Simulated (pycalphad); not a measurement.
Source of the numbers: pycalphad with the COST 507 light-alloy database (1999); pressure 1 atm. These are 1990s assessments: newer ones move some temperatures and phases. Kinetics are ignored, which matters at the lower temperatures.

**Al-0.2Si-0.32Fe (at.%): equilibrium cooling sequence**

```csv
T (°C),phases above,phases below
657.0,liquid,fcc + liquid
651.1,fcc + liquid,AL13FE4 + fcc + liquid
641.8,AL13FE4 + fcc + liquid,AL13FE4 + fcc
561.0,AL13FE4 + fcc,AL13FE4 + ALFESI_ALPHA + fcc
473.3,AL13FE4 + ALFESI_ALPHA + fcc,ALFESI_ALPHA + fcc
351.7,ALFESI_ALPHA + fcc,ALFESI_ALPHA + ALFESI_BETA + fcc
```

Changes were sought between steps of 40 K, so a narrower field can be missed.

Database names, with the compositions (at.%) that they take in these runs: AL13FE4: Al 76 Fe 24; ALFESI_ALPHA: Al 71-74 Fe 19 Si 7-10; ALFESI_BETA: Al 70 Si 15 Fe 15.
